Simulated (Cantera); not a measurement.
# Low-pressure radical oxidation in H2/O2

An isothermal, constant-pressure homogeneous reactor starts with 6.80 % H₂, 93.2 % O₂, equivalence ratio 0.036, at 1325 K and 4.73 Torr.

Computed with Cantera and the H2/O2 subset of GRI-Mech 3.0, which has no nitrogen chemistry. Radical loss at walls, strong at low pressure, is not modelled. The temperature is held fixed by assumption; the heat of reaction is taken as removed at once.

```json
[
 {"t (s)": "5.00e-5", "x H₂": "0.0680", "x O₂": "0.932", "x HO₂": "1.17e-8", "x H₂O₂": "2.06e-12", "x H₂O": "7.70e-10", "x O": "3.85e-9"},
 {"t (s)": "0.000123", "x H₂": "0.0680", "x O₂": "0.932", "x HO₂": "2.87e-8", "x H₂O₂": "1.24e-11", "x H₂O": "8.77e-9", "x O": "1.85e-8"},
 {"t (s)": "0.000303", "x H₂": "0.0680", "x O₂": "0.932", "x HO₂": "7.07e-8", "x H₂O₂": "7.41e-11", "x H₂O": "1.02e-7", "x O": "1.06e-7"},
 {"t (s)": "0.000745", "x H₂": "0.0680", "x O₂": "0.932", "x HO₂": "1.75e-7", "x H₂O₂": "4.37e-10", "x H₂O": "2.51e-6", "x O": "1.73e-6"},
 {"t (s)": "0.00183", "x H₂": "0.0660", "x O₂": "0.930", "x HO₂": "7.46e-7", "x H₂O₂": "3.24e-9", "x H₂O": "0.00142", "x O": "0.000920"},
 {"t (s)": "0.00451", "x H₂": "0.00166", "x O₂": "0.878", "x HO₂": "1.47e-6", "x H₂O₂": "4.66e-8", "x H₂O": "0.0573", "x O": "0.0450"},
 {"t (s)": "0.0111", "x H₂": "0.00144", "x O₂": "0.879", "x HO₂": "1.44e-6", "x H₂O₂": "4.34e-8", "x H₂O": "0.0582", "x O": "0.0443"},
 {"t (s)": "0.0273", "x H₂": "0.00135", "x O₂": "0.883", "x HO₂": "1.42e-6", "x H₂O₂": "4.36e-8", "x H₂O": "0.0592", "x O": "0.0410"},
 {"t (s)": "0.0671", "x H₂": "0.00114", "x O₂": "0.891", "x HO₂": "1.37e-6", "x H₂O₂": "4.36e-8", "x H₂O": "0.0611", "x O": "0.0339"},
 {"t (s)": "0.165", "x H₂": "0.000773", "x O₂": "0.904", "x HO₂": "1.23e-6", "x H₂O₂": "4.18e-8", "x H₂O": "0.0643", "x O": "0.0222"},
 {"t (s)": "0.406", "x H₂": "0.000343", "x O₂": "0.918", "x HO₂": "9.06e-7", "x H₂O₂": "3.44e-8", "x H₂O": "0.0675", "x O": "0.00952"},
 {"t (s)": "1.00", "x H₂": "9.40e-5", "x O₂": "0.926", "x HO₂": "4.60e-7", "x H₂O₂": "2.12e-8", "x H₂O": "0.0693", "x O": "0.00256"}
]
```
x: mole fraction; the columns are a selection and need not sum to one.

Equilibrium at this temperature and pressure: H₂ 1.24e-7, O₂ 0.930, HO₂ 3.41e-8, H₂O₂ 3.57e-10, H₂O 0.0704, O 3.37e-6 (gas phase only).
